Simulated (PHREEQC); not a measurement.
Solution (20 °C): 0.0011 mol Al2(SO4)3, 0.033 mol NiCl2, 0.00043 mol H2SO4 and 9.3e-05 mol Na2SO4 per kg of water. Closed to the air; pH follows from the charge balance.

The numbers come from PHREEQC with the ion-association model, wateq4f.dat.

Task: The ionic strength comes out as 0.103 mol/kgw. What activity coefficients do Cl-, Al+3, Al(SO4)2-, AlOH+2, SO4-2 get?

Result: Cl- 0.76, Al+3 0.18, Al(SO4)2- 0.78, AlOH+2 0.38, SO4-2 0.37.

This is a speciation only: nothing precipitates in the calculation.
